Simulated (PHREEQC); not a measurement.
A PHREEQC input (ion-association model, phreeqc.dat):

```
SOLUTION 1
  temp 344.15
  units mg/L
  pH 7.84
  pe 10.2
  Na 55.8
  K 88.9
  Ca 182
  Mg 2.34
  Cl 21.4
  S(6) 429 as SO4
  Alkalinity 275 as HCO3
  B 0.094
  O(0) 8.32
  Li 2.58
END
USE solution 1
EQUILIBRIUM_PHASES 1
  Gypsum 0 0
  CO2(g) -2 10
END
```

The run finishes with these warnings:
```
WARNING: Maximum iterations exceeded, 100
WARNING: Numerical method failed with this set of convergence parameters.
WARNING: Trying smaller step size, pe step size 10, 5 ...
```

Its last state differs from that of the intended input:

| quantity | as run | intended |
|---|---|---|
| pH | 6.20 | 7.70 |
| ionic strength (mol/kgw) | 0.0140 | 0.0187 |
| HCO3- (mol/kgw) | 3.49e-6 | 0.00399 |
| SO4-2 (mol/kgw) | 0.00431 | 0.00345 |
| Ca+2 (mol/kgw) | 1.01e-5 | 0.00336 |
| CaSO4 (mol/kgw) | 4.94e-9 | 0.000887 |

The fault: the temperature typed in kelvin. The line should read `temp 71` where the input has `temp 344.15`.
